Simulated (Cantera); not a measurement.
Input: 1 mol C₃H₈, 1.4 mol H₂, at 24.0 Pa.

Equilibrium computed with Cantera from the NASA thermochemical tables; the gas is ideal and each condensed phase is pure. Candidate condensed phases: C, C₆H₆, C₇H₈, C₈H₁₈; 86 gas species. Ions and electrons are included (thermal ionisation). Rates play no part.

x: gas mole fraction; n: condensed amount in mol.

```csv
T (K),x H₂,x H,x C,x C₃,x C₂,x C₂H,x C₂H₂ (acetylene),n C(graphite)
2000,0.900,0.0996,1.27e-7,1.15e-7,9.77e-9,1.43e-6,[?],2.99
2250,0.620,0.378,1.52e-5,2.71e-5,2.38e-6,5.01e-5,[?],2.97
2500,0.225,0.769,0.000693,0.00207,0.000191,0.000598,[?],2.88
2750,0.0383,0.864,0.0157,0.0703,0.00680,0.00282,[?],0.130
3000,0.00712,0.860,0.0699,0.0472,0.0145,0.00101,[?],0
3250,0.00152,0.807,0.168,0.0105,0.0127,0.000184,[?],0
3500,0.000425,0.786,0.209,0.000587,0.00389,1.52e-5,[?],0
3750,0.000147,0.783,0.216,2.97e-5,0.00102,1.29e-6,[?],0
4000,5.79e-5,0.783,0.217,2.05e-6,0.000301,1.44e-7,[?],0
4250,2.55e-5,0.783,0.217,1.91e-7,0.000102,2.06e-8,[?],0
4500,1.23e-5,0.782,0.217,2.31e-8,3.89e-5,3.64e-9,<1e-12,0
4750,6.39e-6,0.782,0.216,3.46e-9,1.63e-5,7.68e-10,<1e-12,0
5000,3.54e-6,0.781,0.215,6.22e-10,7.41e-6,1.88e-10,<1e-12,0
```

Task: What belongs in the gaps?

Result: 
- 2000, x C₂H₂ (acetylene): 0.000691
- 2250, x C₂H₂ (acetylene): 0.00208
- 2500, x C₂H₂ (acetylene): 0.00243
- 2750, x C₂H₂ (acetylene): 0.00108
- 3000, x C₂H₂ (acetylene): 4.85e-5
- 3250, x C₂H₂ (acetylene): 1.45e-6
- 3500, x C₂H₂ (acetylene): 2.60e-8
- 3750, x C₂H₂ (acetylene): 6.06e-10
- 4000, x C₂H₂ (acetylene): 2.18e-11
- 4250, x C₂H₂ (acetylene): 1.15e-12
